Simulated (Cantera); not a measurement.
A closed system holds: 1 mol NH₃, 4.6 mol O₂, equilibrated at 3348 K and 0.473 Torr.

These are equilibrium values from Cantera (NASA tables, ideal gas, pure condensed phases), not measurements of a reactor. Candidate condensed phases: H₂O; 24 gas species. Equilibrium is a limit: real reactors are often held back by kinetics, nucleation or transport.

Base state: O 0.719, H 0.236, N₂ 0.0382, O₂ 0.00299, NO 0.00183, OH 0.00107, N 0.000812, H₂ 0.000206 (mole fractions); condensed: gas only.

### Question
What changes in the equilibrium state with this change: temperature from 3348 K to 3198.15 K?

### Answer
| species | before | after |
|---|---|---|
| O | 0.719 | 0.714 |
| H | 0.236 | 0.236 |
| N₂ | 0.0382 | 0.0384 |
| O₂ | 0.00299 | 0.00699 |
| OH | 0.00107 | 0.00226 |
| H₂O | 2.21e-6 | 1.12e-5 |
| N | 0.000812 | 0.000361 |
